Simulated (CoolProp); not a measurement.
Vapour-liquid equilibrium of carbon dioxide (1) + hydrogen sulfide (2) at 1840 kPa; x and y are mole fractions of (1).

Model: multi-fluid Helmholtz-energy mixture model, Span 1996 and Lemmon 2006; pair parameters Kunz 2012, in CoolProp.

Q: Give the bubble temperature and the first vapour's composition at x = 0.125, 0.425, 0.725. Is there an azeotrope?

A: x = 0.125: 4.1 °C, y = 0.398; x = 0.425: -12.5 °C, y = 0.704; x = 0.725: -18.8 °C, y = 0.837. No azeotrope shows between x = 0.05 and 0.95.

Pair parameters are fitted to limited data, so mixtures are less certain than the pure fluids.
